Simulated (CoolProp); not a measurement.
Fluorine at 165.24 K and 6.26 MPa is compressed adiabatically to 14.5 MPa with isentropic efficiency 0.9. Each further row changes one setting.

Computed with CoolProp (reference Helmholtz-energy equation of state, de Reuck 1990).

```tsv
case	work (kJ/kg)	final temperature (K)	final density (kg/m³)
as stated	?	?	400
efficiency 1	?	?	408
efficiency 0.65	?	?	370
```

Question: Some entries are withheld; supply them.

Answer: 
- as stated, work (kJ/kg): 27.6
- as stated, final temperature (K): 211.0
- efficiency 1, work (kJ/kg): 24.9
- efficiency 1, final temperature (K): 209.1
- efficiency 0.65, work (kJ/kg): 38.2
- efficiency 0.65, final temperature (K): 218.8
